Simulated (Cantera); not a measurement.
NO annealing gas

An isothermal, constant-pressure homogeneous reactor starts with 5.26 % NO, 94.7 % N₂, at 2000 K and 105 Torr.

Computed with Cantera and GRI-Mech 3.0 (53 species, 325 reactions).

| t (s) | x NO | x O | x N₂O | x NO₂ | x N₂ | x O₂ |
|---|---|---|---|---|---|---|
| 1.00e-6 | 0.0526 | 4.51e-10 | 4.50e-10 | <1e-12 | 0.947 | <1e-12 |
| 5.37e-6 | 0.0526 | 2.42e-9 | 2.42e-9 | <1e-12 | 0.947 | <1e-12 |
| 2.89e-5 | 0.0526 | 1.30e-8 | 1.29e-8 | 1.62e-11 | 0.947 | 2.11e-12 |
| 0.000155 | 0.0526 | 7.12e-8 | 6.80e-8 | 4.32e-10 | 0.947 | 6.11e-11 |
| 0.000833 | 0.0526 | 4.15e-7 | 3.26e-7 | 8.87e-9 | 0.947 | 1.87e-9 |
| 0.00447 | 0.0526 | 2.89e-6 | 1.03e-6 | 1.04e-7 | 0.947 | 6.79e-8 |
| 0.0240 | 0.0526 | 1.88e-5 | 1.30e-6 | 7.36e-7 | 0.947 | 2.83e-6 |
| 0.129 | 0.0524 | 5.66e-5 | 1.28e-6 | 2.14e-6 | 0.947 | 8.10e-5 |
| 0.693 | 0.0511 | 7.45e-5 | 1.21e-6 | 2.79e-6 | 0.948 | 0.000727 |
| 3.72 | 0.0426 | 0.000137 | 8.38e-7 | 4.45e-6 | 0.952 | 0.00496 |
| 20.0 | 0.0102 | 0.000262 | 1.04e-7 | 2.09e-6 | 0.968 | 0.0211 |
x: mole fraction; the columns are a selection and need not sum to one.

Equilibrium at this temperature and pressure: NO 0.00293, O 0.000283, N₂O 6.84e-8, NO₂ 6.47e-7, N₂ 0.972, O₂ 0.0247 (gas phase only).
